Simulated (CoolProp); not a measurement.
Properties of water along the isobar 32 MPa (Tc = 373.9 °C, pc = 22.06 MPa, ω = 0.344).

Computed with CoolProp (reference Helmholtz-energy equation of state, Wagner 2002).

```csv
T (°C),phase,speed of sound (m/s),expansivity (1/kK),viscosity (µPa s),Prandtl number
32.05,liquid,1568,0.3426,765,4.95
52.05,liquid,1601,0.4667,535,___
72.05,liquid,1615,0.5714,401,2.44
92.05,liquid,1613,0.6661,316,1.89
112.05,liquid,1599,0.7561,258,1.54
132.05,liquid,1575,0.8456,217,1.30
152.05,liquid,___,0.9379,188,1.13
172.05,liquid,1502,1.037,165,1.01
192.15,liquid,1454,1.146,148,___
212.15,liquid,1400,1.270,134,0.869
232.15,liquid,1339,1.415,122,0.829
252.15,liquid,1271,1.592,113,0.805
272.15,liquid,1197,1.813,104,0.795
292.15,liquid,1116,2.103,___,0.799
312.15,liquid,1027,2.507,89.6,0.820
332.15,liquid,928.6,3.114,82.7,0.865
```

**Question.** Some entries are withheld; supply them.

**Answer.** 
- 52.05, Prandtl number: 3.34
- 152.05, speed of sound (m/s): 1542
- 192.15, Prandtl number: 0.928
- 292.15, viscosity (µPa s): 96.7

Viscosity comes from a separate model (Huber 2009). Thermal conductivity comes from a separate model (Huber 2012).
